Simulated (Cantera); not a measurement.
Input: 1 mol SiHCl3, 0.53 mol NH3, 97 mol H2, at 0.130 bar.

These are equilibrium values from Cantera (NASA tables, ideal gas, pure condensed phases), not measurements of a reactor. Candidate condensed phases: NH4Cl, Si, Si3N4; 28 gas species. Mutual solubility and eutectic melting of coexisting phases are not modelled. The tables' values for SiCl3, SiCl are old estimates; treat these amounts as uncertain. Gases not in the tables: Si2H6 and higher silanes. The numbers say what is thermodynamically allowed, not how fast it happens.

x: gas mole fraction; n: condensed amount in mol.

```tsv
T (°C)	x H2	x HCl	x H	x SiCl4	x N2	x SiCl2	x SiHCl3	n Si3N4(s)	n Si(s)	n Si(l)
502	0.987	0.00650	2.73e-12	0.00553	6.95e-11	1.00e-8	[?]	0.133	0	0
602	0.987	0.00740	1.38e-10	0.00466	7.63e-11	1.37e-6	[?]	0.133	0	0
702	0.985	0.00872	3.15e-9	0.00352	1.53e-10	5.08e-5	[?]	0.133	0	0
802	0.981	0.0138	4.03e-8	0.00218	2.87e-9	0.000382	[?]	0.133	0.114	0
902	0.976	0.0210	3.36e-7	0.000811	9.93e-8	0.00103	[?]	0.132	0.288	0
1002	0.973	0.0247	2.02e-6	0.000164	1.95e-6	0.00162	[?]	0.132	0.372	0
1102	0.972	0.0255	9.37e-6	2.79e-5	2.48e-5	0.00193	[?]	0.131	0.391	0
1202	0.972	0.0255	3.55e-5	5.41e-6	0.000221	0.00211	[?]	0.121	0.415	0
1302	0.971	0.0254	0.000114	1.26e-6	0.00148	0.00225	[?]	0.0583	0.595	0
1402	0.969	0.0252	0.000317	3.47e-7	0.00265	0.00236	[?]	0	0.759	0
1502	0.969	0.0256	0.000790	1.02e-7	0.00265	0.00216	[?]	0	0	0.775
1602	0.967	0.0260	0.00179	3.36e-8	0.00265	0.00195	[?]	0	0	0.786
1702	0.965	0.0262	0.00373	1.23e-8	0.00264	0.00176	[?]	0	0	0.774
1802	0.961	0.0263	0.00724	4.88e-9	0.00263	0.00159	[?]	0	0	0.710
```

Task: What belongs in the gaps?

Result: 
- 502, x SiHCl3: 0.000543
- 602, x SiHCl3: 0.00136
- 702, x SiHCl3: 0.00227
- 802, x SiHCl3: 0.00192
- 902, x SiHCl3: 0.000888
- 1002, x SiHCl3: 0.000262
- 1102, x SiHCl3: 6.78e-5
- 1202, x SiHCl3: 1.95e-5
- 1302, x SiHCl3: 6.42e-6
- 1402, x SiHCl3: 2.41e-6
- 1502, x SiHCl3: 9.13e-7
- 1602, x SiHCl3: 3.75e-7
- 1702, x SiHCl3: 1.68e-7
- 1802, x SiHCl3: 8.01e-8
